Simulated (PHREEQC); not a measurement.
1 kg of water holding 38 mmol/kgw NaCl meets 20 L of dry gas (CH4 1 by moles) at fixed total pressure, at 5 atm; fugacities by Peng-Robinson. The gases take part in no redox reaction, some water evaporates into the gas, and hydrates or a liquid gas phase aren't modelled. Precipitation was switched off in this run.

Computed with PHREEQC (ion-association model, phreeqc.dat).

Q: Predict dissolved CH4 (mol/kgw) at T (°C) = 20, 30, 40, 70.

A: 
| T (°C) | dissolved CH4 (mol/kgw) |
|---|---|
| 20 | 0.00857 |
| 30 | 0.00692 |
| 40 | 0.00590 |
| 70 | 0.00451 |

Away from 25 °C the constants follow the database's enthalpies or fits; those with neither stay at their 25 °C values.
